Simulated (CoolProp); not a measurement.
Vapour-liquid equilibrium of ethylene (1) + n-perfluorobutane (2) at -32.65 °C; x and y are mole fractions of (1).

Model: multi-fluid Helmholtz-energy mixture model, Smukala 2000 and Gao 2022; pair parameters Bell 2016, in CoolProp.

Give the bubble pressure and the first vapour's composition at x = 0.05, 0.45, 0.95. Is there an azeotrope?

x = 0.05: 204.7 kPa, y = 0.879; x = 0.45: 1246 kPa, y = 0.977; x = 0.95: 1694 kPa, y = 0.994. No azeotrope shows between x = 0.05 and 0.95.

Pair parameters are fitted to limited data, so mixtures are less certain than the pure fluids. The gap from Raoult's law changes sign with composition, which may be real or a fault of the pair parameters; it wasn't checked against measurements. With so large a gap from Raoult's law the liquid may split in two, which this calculation doesn't test in full.
